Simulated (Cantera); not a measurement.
An adiabatic, constant-volume homogeneous reactor starts with 7.62 % CH4, 0.419 % H2, 19.3 % O2, 72.7 % N2, equivalence ratio 0.80, at 1198 K and 5.00 bar.

Model: GRI-Mech 3.0 (53 species, 325 reactions), integrated in Cantera.

Q: Predict: time of steepest temperature rise; temperature at 2.00 s; equilibrium temperature; x(H2) at 2.00 s; x(O2) at 2.00 s; x(NO2) at 2.00 s; x(HO2) at 2.00 s.

A: 
| Quantity | Result |
|---|---|
| time of steepest temperature rise | 4.57 ms |
| temperature at 2.00 s | 2826 K |
| equilibrium temperature | 2826 K |
| x(H2) at 2.00 s | 0.00521 (gas-phase equilibrium 0.00521) |
| x(O2) at 2.00 s | 0.0357 (gas-phase equilibrium 0.0357) |
| x(NO2) at 2.00 s | 1.41e-5 (gas-phase equilibrium 1.41e-5) |
| x(HO2) at 2.00 s | 1.77e-5 (gas-phase equilibrium 1.77e-5) |
